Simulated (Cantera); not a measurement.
Premixed flame

A freely propagating, adiabatic, planar premixed flame of 25.8 % H2, 14.2 % O2, 53.4 % N2, 6.70 % H2O, equivalence ratio 0.91, unburnt at 700 K and 4.24 atm; mixture-averaged transport, grid criteria slope 0.08 and curve 0.16, no radiation.

Model: the H2/O2 subset of GRI-Mech 3.0, which has no nitrogen chemistry, integrated in Cantera. The hydrogen kinetics of GRI-Mech 3.0 are dated; newer H2 mechanisms differ, most at raised pressure. Burning velocities carry a grid error of a few per cent, more on coarse grids.

| z (mm) | T (K) | u (m/s) | x H2 | x O2 | x H2O | x OH | x O | x H2O2 |
|---|---|---|---|---|---|---|---|---|
| -0.217 | 700 | 7.20 | 0.258 | 0.142 | 0.0670 | <1e-8 | <1e-8 | <1e-8 |
| -0.145 | 700 | 7.20 | 0.258 | 0.142 | 0.0670 | <1e-8 | <1e-8 | <1e-8 |
| -0.109 | 700 | 7.20 | 0.258 | 0.142 | 0.0671 | <1e-8 | <1e-8 | <1e-8 |
| -0.0724 | 701 | 7.19 | 0.256 | 0.142 | 0.0672 | <1e-8 | 2.74e-8 | 6.97e-8 |
| -0.0362 | 736 | 7.42 | 0.241 | 0.143 | 0.0708 | 3.51e-5 | 1.03e-5 | 1.55e-5 |
| -0.0181 | 974 | 9.52 | 0.199 | 0.137 | 0.0985 | 0.000936 | 0.000343 | 7.03e-5 |
| 0 | 1395 | 13.2 | 0.126 | 0.103 | 0.175 | 0.00378 | 0.00308 | 2.18e-5 |
| 0.0181 | 1701 | 16.0 | 0.0662 | 0.0610 | 0.250 | 0.00979 | 0.00656 | 5.36e-6 |
| 0.0362 | 1869 | 17.4 | 0.0427 | 0.0409 | 0.284 | 0.0144 | 0.00761 | 3.40e-6 |
| 0.0724 | 2039 | 18.9 | 0.0316 | 0.0305 | 0.306 | 0.0169 | 0.00649 | 2.09e-6 |
| 0.145 | 2188 | 20.1 | 0.0246 | 0.0256 | 0.322 | 0.0162 | 0.00426 | 1.39e-6 |
| 0.289 | 2305 | 21.0 | 0.0174 | 0.0218 | 0.336 | 0.0140 | 0.00248 | 1.00e-6 |
| 0.579 | 2383 | 21.5 | 0.0114 | 0.0192 | 0.348 | 0.0114 | 0.00141 | 7.64e-7 |
x: mole fraction of selected species; z is measured from the peak of heat release.

```
Quantity                     Result
------------------------  ---------
laminar burning velocity   720 cm/s
thermal thickness         0.0724 mm
peak x(OH)                   0.0170
peak x(O)                   0.00763
peak x(H2O2)                7.09e-5
grid points                     104
```
